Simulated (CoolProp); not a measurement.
The numbers come from the reference Helmholtz-energy equation of state, Setzmann 1991 in CoolProp.

Q: Give the vapour pressure (MPa), liquid density (kg/m³), vapour Z of saturated methane at -135.25 °C.

A: 
```tsv
T (°C)	p (MPa)	liquid density (kg/m³)	vapour Z
-135.25	0.574	381	0.880
```
